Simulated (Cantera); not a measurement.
A Cantera script and its output.

```python
import numpy as np
import cantera as ct

gas = ct.Solution("gri30.yaml")
gas.TPX = 1200, 500000, {'C3H8': 1, 'O2': 9.26, 'N2': 34.8}
reactor = ct.IdealGasConstPressureReactor(gas, energy="on", clone=False)
net = ct.ReactorNet([reactor])
net.rtol, net.atol = 1e-08, 1e-16
show = ['C3H8', 'O2', 'H2O2', 'NO2', 'C2H', 'CH3', 'CH4']
times = np.geomspace(3e-06, 0.7, 16)

steps = ct.SolutionArray(gas, extra=["t"])
rows = []
print(f"{'t/s':>10s}{'T/K':>9s}{'P/Pa':>11s}" + "".join(f"{s:>11s}" for s in show))
for t in times:
    while net.time < t:
        t_next = net.step()
        steps.append(gas.state, t=t_next)
    rows.append([np.interp(t, steps.t, y) for y in (steps.T, steps.P, *steps(*show).X.T)])
    print(f"{t:10.3e}{rows[-1][0]:9.1f}{rows[-1][1]:11.4g}" + "".join(f"{x:11.3e}" for x in rows[-1][2:]))
rate = np.gradient(steps.T, steps.t)
print("integrator steps:", len(steps.t))
if steps.T.max() > steps.T[0] + 200:
    print(f"time of steepest temperature rise: {steps.t[rate.argmax()]:.4e} s")
gas.TPX = 1200, 500000, {'C3H8': 1, 'O2': 9.26, 'N2': 34.8}
gas.equilibrate("HP")
print(f"equilibrium (HP): T = {gas.T:.1f} K  " + "  ".join(f"{s} {gas[s].X[0]:.3e}" for s in show))
```

Output:

```
       t/s      T/K       P/Pa       C3H8         O2       H2O2        NO2        C2H        CH3        CH4
 3.000e-06   1200.0      5e+05  2.219e-02  2.055e-01  2.229e-09  4.960e-24  8.028e-25  4.822e-07  6.143e-09
 6.839e-06   1200.0      5e+05  2.219e-02  2.055e-01  1.364e-08  1.025e-22  1.128e-23  1.133e-06  3.309e-08
 1.559e-05   1200.0      5e+05  2.219e-02  2.055e-01  7.341e-08  1.866e-21  2.572e-22  2.687e-06  1.788e-07
 3.554e-05   1200.0      5e+05  2.218e-02  2.055e-01  3.448e-07  4.066e-20  1.125e-20  6.641e-06  9.934e-07
 8.102e-05   1199.9      5e+05  2.215e-02  2.055e-01  1.157e-06  1.267e-18  7.319e-19  1.641e-05  5.750e-06
 1.847e-04   1200.0      5e+05  2.205e-02  2.054e-01  1.740e-06  2.406e-17  1.657e-17  2.416e-05  2.664e-05
 4.210e-04   1200.3      5e+05  2.177e-02  2.052e-01  2.064e-06  2.395e-16  1.612e-16  2.514e-05  8.305e-05
 9.598e-04   1201.3      5e+05  2.100e-02  2.047e-01  3.445e-06  2.470e-15  1.950e-15  2.834e-05  2.409e-04
 2.188e-03   1215.5      5e+05  1.635e-02  2.005e-01  3.178e-05  1.553e-13  5.328e-13  6.564e-05  1.040e-03
 4.988e-03   2325.1      5e+05  5.078e-54  9.129e-02  2.682e-07  1.283e-06  1.476e-26  2.843e-19  5.349e-20
 1.137e-02   2321.7      5e+05  4.506e-54  9.045e-02  2.648e-07  4.014e-06  1.336e-26  2.698e-19  5.126e-20
 2.592e-02   2315.9      5e+05  3.656e-54  8.902e-02  2.592e-07  8.632e-06  1.124e-26  2.463e-19  4.757e-20
 5.909e-02   2309.6      5e+05  2.909e-54  8.747e-02  2.531e-07  1.361e-05  9.300e-27  2.226e-19  4.377e-20
 1.347e-01   2306.9      5e+05  2.633e-54  8.680e-02  2.505e-07  1.574e-05  8.565e-27  2.130e-19  4.221e-20
 3.071e-01   2306.7      5e+05  2.614e-54  8.675e-02  2.503e-07  1.590e-05  8.512e-27  2.123e-19  4.209e-20
 7.000e-01   2306.7      5e+05  2.614e-54  8.675e-02  2.503e-07  1.591e-05  8.512e-27  2.123e-19  4.209e-20
integrator steps: 2094
time of steepest temperature rise: 2.4360e-03 s
equilibrium (HP): T = 2306.7 K  C3H8 4.999e-54  O2 8.675e-02  H2O2 2.503e-07  NO2 1.591e-05  C2H 9.574e-27  CH3 3.243e-19  CH4 6.428e-20
```

Model: GRI-Mech 3.0 (53 species, 325 reactions), integrated in Cantera. GRI-Mech 3.0 was tuned for natural gas; its chemistry of propane as a main component is partial and can be far from experiment.
